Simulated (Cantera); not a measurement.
A closed system holds: 1 mol Si2Cl6, 2.8 mol NH3, 21 mol N2, at 0.240 Torr.

Equilibrium computed with Cantera from the NASA thermochemical tables; the gas is ideal and each condensed phase is pure. Candidate condensed phases: NH4Cl, Si, Si3N4; 28 gas species. The feed counts by its element totals alone. Rates play no part.

Problem. Which condensed phases are stable at each of these points (T (°C)): 875, 950, 1025, 1100, 1175, 1250, 1325, 1400, 1475, 1550, 1625, 1700, 1775, 1850?

Solution. 
| T (°C) | condensed phases | Si condensed (%) |
|---|---|---|
| 875 | Si3N4(s) | 89.4 |
| 950 | Si3N4(s) | 84.7 |
| 1025 | Si3N4(s) | 70.3 |
| 1100 | Si3N4(s) | 47.2 |
| 1175 | Si3N4(s) | 22.5 |
| 1250 | Si3N4(s) | 1.6 |
| 1325 | gas only | 0.0 |
| 1400 | gas only | 0.0 |
| 1475 | gas only | 0.0 |
| 1550 | gas only | 0.0 |
| 1625 | gas only | 0.0 |
| 1700 | gas only | 0.0 |
| 1775 | gas only | 0.0 |
| 1850 | gas only | 0.0 |

From 875 °C to 1250 °C the condensed part is Si3N4(s). From 1325 °C to 1850 °C nothing is condensed.
